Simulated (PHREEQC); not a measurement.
Dissolve 20 mmol/kgw HF, 0.2 mmol/kgw NaF and 2.6 mmol/kgw H2SiF6 at 25 °C. Closed to the air; pH follows from the charge balance.

Equilibrium calculation in PHREEQC: ion-association model, wateq4f.dat.

Each row changes one thing in this solution. This is a speciation only: nothing precipitates in the calculation.

| case | pH | ionic strength (mol/kgw) | HF (mol/kgw) | F- (mol/kgw) | H2F2 (mol/kgw) | HF2- (mol/kgw) |
|---|---|---|---|---|---|---|
| as made | 2.19 | 0.00984 | 0.0166 | 0.00192 | 0.000720 | 0.000122 |
| diluted 2-fold with water | 2.42 | 0.00549 | 0.00812 | … | 0.000172 | 4.81e-5 |
| H2SiF6 from 0.0026 to 0.00286 mol/kgw | 2.17 | … | 0.0167 | 0.00183 | 0.000727 | 0.000117 |
| temperature from 25 to 35 °C | 2.21 | 0.00962 | 0.0172 | 0.00170 | 0.000534 | 0.000120 |
| NaF replaced by KHF2 at the same molality | 2.19 | 0.00985 | 0.0168 | 0.00193 | 0.000733 | 0.000124 |
| H2SiF6 left out | 2.50 | 0.00359 | 0.0152 | 0.00339 | 0.000603 | 0.000198 |
| NaF left out | 2.18 | 0.00978 | 0.0165 | 0.00186 | 0.000710 | 0.000118 |
| HF from 0.02 to 0.2 mol/kgw | 1.88 | 0.0176 | 0.116 | 0.00675 | 0.0355 | 0.00303 |
| diluted 10-fold with water | 2.92 | 0.00144 | 0.00161 | 0.000929 | 6.74e-6 | 5.73e-6 |

Problem. Complete the blanks.

Solution. 
- diluted 2-fold with water, F- (mol/kgw): 0.00154
- H2SiF6 from 0.0026 to 0.00286 mol/kgw, ionic strength (mol/kgw): 0.0105

SiF6-2 is the database's only silicon fluoride.
